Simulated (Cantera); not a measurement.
An isothermal, constant-pressure homogeneous reactor starts with N2O : H2O = 1 : 0.015 (molar parts), at 1300 K and 113 Torr. Integrator tolerance rtol = 1e-08.

Model: GRI-Mech 3.0 (53 species, 325 reactions), integrated in Cantera. GRI-Mech 3.0 was tuned for natural gas; its chemistry of N2O as a main component is partial and can be far from experiment. The mechanism lacks the step 2 NO + O2 → 2 NO2, which can matter for NO2 below about 1400 K. The temperature is held fixed by assumption; the heat of reaction is taken as removed at once.

### Question
What does this change do: temperature 1300 to 1175 K?

### Answer
```tsv
quantity	before	after
x(N2O) at 9.00 s	0.0107 (gas-phase equilibrium 1.07e-8)	0.478 (gas-phase equilibrium 4.68e-9)
x(H2O) at 9.00 s	0.00995 (gas-phase equilibrium 0.00990)	0.0123 (gas-phase equilibrium 0.00990)
x(H2) at 9.00 s	2.40e-8 (gas-phase equilibrium 3.89e-9)	9.44e-9 (gas-phase equilibrium 3.35e-10)
x(H) at 9.00 s	2.76e-9 (gas-phase equilibrium 1.79e-10)	1.00e-9 (gas-phase equilibrium 5.83e-12)
x(NO) at 9.00 s	0.0802 (gas-phase equilibrium 0.000456)	0.0278 (gas-phase equilibrium 0.000186)
x(NO2) at 9.00 s	0.000175 (gas-phase equilibrium 2.39e-6)	0.000276 (gas-phase equilibrium 1.72e-6)
x(N2) at 9.00 s	0.613 (gas-phase equilibrium 0.660)	0.326 (gas-phase equilibrium 0.660)
```
